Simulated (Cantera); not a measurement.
A freely propagating, adiabatic, planar premixed flame of 9.49 % CH4, 22.4 % O2, 65.0 % N2, 3.08 % CO2, unburnt at 548 K and 3.00 bar; mixture-averaged transport, grid criteria slope 0.08 and curve 0.16, no radiation.

Computed with Cantera and GRI-Mech 3.0 (53 species, 325 reactions). Burning velocities carry a grid error of a few per cent, more on coarse grids.

Q: Predict: laminar burning velocity; thermal thickness; peak x(HCO); peak x(CH2CO); peak x(HCN).

A: 
```
Item                          Value
------------------------  ---------
laminar burning velocity  84.9 cm/s
thermal thickness          0.133 mm
peak x(HCO)                 4.33e-5
peak x(CH2CO)              0.000153
peak x(HCN)                 1.57e-6
```
